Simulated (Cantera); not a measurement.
An isothermal, constant-pressure homogeneous reactor starts with 1.08 % C2H6, 98.5 % N2, 0.444 % H2O, at 1748 K and 20.0 Torr.

Detailed kinetics in Cantera: GRI-Mech 3.0 (53 species, 325 reactions). GRI-Mech 3.0 stops at C3 and has no aromatics, soot or wall deposition, so with more carbon than oxygen in the feed, carbon stays in small species such as C2H2 where larger ones or solid carbon would form. Radical loss at walls, strong at low pressure, is not modelled.

One state of this run: x C2H6 = 5.07e-7; x C2H2 = 0.00976; x C2H4 = 8.51e-5; x HCN = 5.05e-5; x CH4 = 0.000967; x CH2 = 3.36e-6; x H2 = 0.0195. x: mole fraction; the columns are a selection and need not sum to one.

Which value of t (s) does it belong to?
A) 1.24
B) 0.0114
C) 0.00352
D) 0.000337

B, 0.0114
